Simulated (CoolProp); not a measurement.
CF4 (R14) at several states: fugacity coefficient from the reference equation and from simpler models built on Tc = -45.8 °C, pc = 3762 kPa, ω = 0.178; each cubic takes its own stable root.

Values from CoolProp's reference Helmholtz-energy equation of state, Platzer 1990. This equation is an older, rougher fit.

| T (°C) | p (kPa) | phase | reference | van der Waals | Redlich-Kwong |
|---|---|---|---|---|---|
| -55.55 | 426 | gas | 0.9562 | 0.9627 | 0.9565 |
| -65.45 | 1590 | gas | 0.8133 | 0.8445 | 0.8171 |
| 161.15 | 1270 | gas | 0.9940 | 0.9833 | 0.9870 |
| 6.45 | 2840 | gas | 0.8752 | 0.8688 | 0.8672 |
| 160.15 | 3700 | gas | 0.9830 | 0.9525 | 0.9638 |
| 186.95 | 559 | gas | 0.9988 | 0.9939 | 0.9955 |
